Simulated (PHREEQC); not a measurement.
1 kg of water holding 0.034 mol/kgw NaCl and 0.4 mol/kgw MgCl2 is evaporated at 50 °C; the solids stay in contact with the brine. CO2 from the air is kept out. Only these solids could form: Bischofite, Brucite, Halite, MgCl2_4H2O.

Model: Pitzer model, pitzer.dat, run in PHREEQC.

```tsv
water left (kg)	ionic strength	water activity	Halite (mol)	Mg in solution (mol/kgw)	Cl in solution (mol/kgw)	Na in solution (mol/kgw)
1	1.23	0.980	0	0.400	0.834	0.0340
0.8219	1.50	0.975	0	0.487	1.01	0.0414
0.6755	1.83	0.968	0	0.592	1.23	0.0503
0.4563	2.70	0.949	0	0.877	1.83	0.0745
0.375	3.29	0.935	0	1.07	2.22	0.0907
0.3082	4.00	0.916	0	1.30	2.71	0.110
0.2533	4.87	0.890	0	1.58	3.29	0.134
0.2082	5.93	0.854	0	1.92	4.01	0.163
0.1711	7.21	0.806	0	2.34	4.87	0.199
0.1156	10.7	0.656	0	3.46	7.21	0.294
0.09502	13.0	0.548	0	4.21	8.78	0.358
0.07809	15.6	0.431	0.0156	5.12	10.5	0.236
```

Halite from water left = 0.07809 kg.

At this temperature some constants are extrapolated from 25 °C, and those without enthalpy data are left unchanged.
